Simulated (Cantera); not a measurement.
Catalytic stagnation flow on Pt

A jet of 1.29 % CH4, 6.10 % O2, 92.6 % N2, equivalence ratio 0.42 at 300 K and 2200 Pa hits a platinum plate 8 cm away at a mass flux of 0.04 kg/m²/s; the plate temperature is set and raised in steps from an oxygen-covered start.

Detailed kinetics in Cantera: Deutschmann's 1995 Pt surface mechanism with GRI-Mech 3.0 gas chemistry. Catalytic surfaces can have several steady states; this one follows from the mechanism file's or the stated starting coverage.

```tsv
plate T (K)	wall x CH4	wall x O2	wall x H2O	wall x OH	wall x CO	wall x CO2	θ free Pt	θ O*
950	0.00674	0.0479	0.0114	9.19e-8	4.87e-6	0.00751	0.400	0.600
1000	0.00550	0.0453	0.0137	2.48e-7	5.52e-6	0.00902	0.480	0.520
1050	0.00456	0.0433	0.0154	5.94e-7	6.30e-6	0.0102	0.555	0.444
1100	0.00386	0.0419	0.0167	1.28e-6	7.31e-6	0.0110	0.625	0.374
1150	0.00335	0.0408	0.0176	2.54e-6	8.68e-6	0.0116	0.690	0.310
1200	0.00297	0.0400	0.0182	4.69e-6	1.06e-5	0.0120	0.746	0.253
1250	0.00270	0.0395	0.0187	8.12e-6	1.32e-5	0.0123	0.796	0.204
```
x: mole fraction at the wall; θ: surface coverage.
